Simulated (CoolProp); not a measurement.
Aqueous potassium acetate as a coolant, at -11 °C, 1 atm.

Model: Melinder's fits for secondary coolants, in CoolProp.

```json
[
 {"mass %": "21", "freezing point (°C)": "-12.1", "cp (kJ/(kg K))": "3.434", "density (kg/m³)": "1116", "viscosity (mPa s)": "4.61", "conductivity (W/(m K))": "0.485"},
 {"mass %": "24.1", "freezing point (°C)": "-15.2", "cp (kJ/(kg K))": "3.341", "density (kg/m³)": "1134", "viscosity (mPa s)": "5.12", "conductivity (W/(m K))": "0.476"},
 {"mass %": "27.2", "freezing point (°C)": "-19.0", "cp (kJ/(kg K))": "3.249", "density (kg/m³)": "(withheld)", "viscosity (mPa s)": "(withheld)", "conductivity (W/(m K))": "0.468"},
 {"mass %": "30.3", "freezing point (°C)": "-23.6", "cp (kJ/(kg K))": "3.158", "density (kg/m³)": "1171", "viscosity (mPa s)": "6.53", "conductivity (W/(m K))": "0.460"},
 {"mass %": "33.4", "freezing point (°C)": "-28.9", "cp (kJ/(kg K))": "3.068", "density (kg/m³)": "1190", "viscosity (mPa s)": "7.53", "conductivity (W/(m K))": "(withheld)"},
 {"mass %": "36.5", "freezing point (°C)": "-34.9", "cp (kJ/(kg K))": "2.979", "density (kg/m³)": "1208", "viscosity (mPa s)": "8.78", "conductivity (W/(m K))": "0.445"}
]
```

Q: Complete the blanks.

A: 
- 27.2, density (kg/m³): 1153
- 27.2, viscosity (mPa s): 5.74
- 33.4, conductivity (W/(m K)): 0.452
